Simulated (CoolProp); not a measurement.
p-xylene along the isobar 5.12 MPa: Z from the reference equation and from simpler models built on Tc = 343.0 °C, pc = 3.532 MPa, ω = 0.324; each cubic takes its own stable root.

Computed with CoolProp (reference Helmholtz-energy equation of state, Zhou 2012).

```tsv
T (°C)	phase	reference
227.25	liquid	0.1952
238.15	liquid	0.1948
248.95	liquid	0.1948
259.85	liquid	0.1951
270.75	liquid	0.1958
281.65	liquid	0.1970
292.45	liquid	0.1989
303.35	liquid	0.2016
314.25	liquid	0.2053
325.15	liquid	0.2106
335.95	liquid	0.2181
346.85	supercritical	0.2298
```

Task: How far does each simpler model (van der Waals, Redlich-Kwong, Soave-Redlich-Kwong, Peng-Robinson) lie from the reference over these 12 states: mean and median of the absolute difference, and the worst?

Result: 
- van der Waals: mean 61.4 %, median 63.1 %, worst +67.0 % at 227.25 °C and 5.12 MPa
- Redlich-Kwong: mean 23.4 %, median 23.6 %, worst +25.7 % at 335.95 °C and 5.12 MPa
- Soave-Redlich-Kwong: mean 19.4 %, median 18.6 %, worst +26.0 % at 346.85 °C and 5.12 MPa
- Peng-Robinson: mean 6.3 %, median 5.3 %, worst +13.9 % at 346.85 °C and 5.12 MPa
